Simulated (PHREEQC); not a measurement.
**City or well water: an equilibrium model**

Synthetic water in mg/kgw, 25 °C, pH 6.26, pe 9.7: Na 72.8; K 2.12; Ca 106; Mg 8.65; Cl 112; S(6) as SO4 89.9; Alkalinity as HCO3 247; Pb 1.04; N(5) as NO3 0.24; B 0.0363; F 0.331.

Valence states are taken as typed.

The numbers come from PHREEQC with the ion-association model, wateq4f.dat.

No solid was allowed to form.

Predict the ionic strength, charge-balance error.

ionic strength 0.0122 mol/kgw; charge-balance error 0.8 %.

In which forms is Pb present?

PbCO3 50 %, PbHCO3+ 30 %, Pb+2 15 %, PbSO4 2.6 %, PbCl+ 1.2 % of the Pb.

Saturation is exceeded, for instance for Cerrusite; the values hold only as long as no solid forms. Real BF4- forms and hydrolyses slowly; the run takes it at equilibrium.
